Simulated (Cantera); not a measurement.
A closed system holds: 1 mol Si3N4, 3.2 mol H2O, 120 mol H2, equilibrated at 0.150 bar.

These are equilibrium values from Cantera (NASA tables, ideal gas, pure condensed phases), not measurements of a reactor. Candidate condensed phases: H2O, Si, SiO2, Si2N2O, Si3N4; 35 gas species. Mutual solubility and eutectic melting of coexisting phases are not modelled. The tables hold silica as quartz up to 1696 K and as liquid above; real silica turns to tridymite and cristobalite and melts near 1996 K. Kinetics and transport are ignored.

Task: Which condensed phases are stable at each of these points (T (K)): 1423, 1473, 1523, 1573, 1623, 1673, 1723, 1773, 1823, 1873, 1923, 1973?

Result: 
```tsv
T (K)	condensed phases	Si condensed (%)
1423	SiO2(β-quartz) + Si2N2O(s)	99.9
1473	SiO2(β-quartz) + Si2N2O(s)	99.7
1523	SiO2(β-quartz) + Si2N2O(s)	99.0
1573	SiO2(β-quartz) + Si2N2O(s)	96.4
1623	SiO2(β-quartz) + Si2N2O(s)	88.5
1673	SiO2(β-quartz) + Si2N2O(s)	66.9
1723	SiO2(condensed) + Si2N2O(s)	14.5
1773	SiO2(condensed)	5.1
1823	SiO2(condensed)	2.6
1873	gas only	0.0
1923	gas only	0.0
1973	gas only	0.0
```

From 1423 K to 1673 K the condensed part is SiO2(β-quartz) + Si2N2O(s). At 1723 K the condensed part is SiO2(condensed) + Si2N2O(s). From 1773 K to 1823 K the condensed part is SiO2(condensed). From 1873 K to 1973 K nothing is condensed.
